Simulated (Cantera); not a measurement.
Mixture: H₂ : O₂ : N₂ = 1 : 0.385 : 1.45 (molar parts), equivalence ratio 1.3, at 44000 Pa, adiabatic and at constant volume. Ignition delay is the time to a rise of 400 K.

Detailed kinetics in Cantera: the H2/O2 subset of GRI-Mech 3.0, which has no nitrogen chemistry. Below about 950 K walls govern HO2 and H2O2 in real vessels.

Q: Predict: delay at 850 K; delay at 950 K; delay at 1050 K; delay at 1150 K; delay at 1250 K; delay at 1350 K.

A: 
```json
{
  "delay at 850 K": "1.10 s",
  "delay at 950 K": "0.793 ms",
  "delay at 1050 K": "0.262 ms",
  "delay at 1150 K": "0.134 ms",
  "delay at 1250 K": "82.7 µs",
  "delay at 1350 K": "58.2 µs"
}
```
